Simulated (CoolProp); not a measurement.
Computed with CoolProp (reference Helmholtz-energy equation of state, Setzmann 1991).

Give the vapour pressure (MPa), vapour Z, liquid viscosity (µPa s), vapour viscosity (µPa s) of saturated methane at -151.35 °C.


```csv
T (°C),p (MPa),vapour Z,liquid viscosity (µPa s),vapour viscosity (µPa s)
-151.35,0.217,0.939,94.7,4.66
```

Viscosity comes from a separate model (Quiñones-Cisneros 2006).
